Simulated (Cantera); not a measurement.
An adiabatic, constant-volume homogeneous reactor starts with C₂H₄ : O₂ : N₂ : H₂O = 1 : 2.14 : 13.3 : 3.2 (molar parts), equivalence ratio 1.4, at 1650 K and 5.00 bar.

Cantera simulation using GRI-Mech 3.0 (53 species, 325 reactions); the numbers are that mechanism's predictions, not measurements. GRI-Mech 3.0 was tuned for natural gas; its chemistry of ethylene as a main component is partial and can be far from experiment.

Predict: time of steepest temperature rise; temperature at 1.00 s; equilibrium temperature; x(O₂) at 1.00 s; x(H₂O) at 1.00 s; x(NO) at 1.00 s; x(HCN) at 1.00 s.

time of steepest temperature rise: 5.51 µs
temperature at 1.00 s: 2792 K
equilibrium temperature: 2792 K
x(O₂) at 1.00 s: 0.00155 (gas-phase equilibrium 0.00155)
x(H₂O) at 1.00 s: 0.207 (gas-phase equilibrium 0.207)
x(NO) at 1.00 s: 0.00283 (gas-phase equilibrium 0.00283)
x(HCN) at 1.00 s: 2.76e-8 (gas-phase equilibrium 2.76e-8)
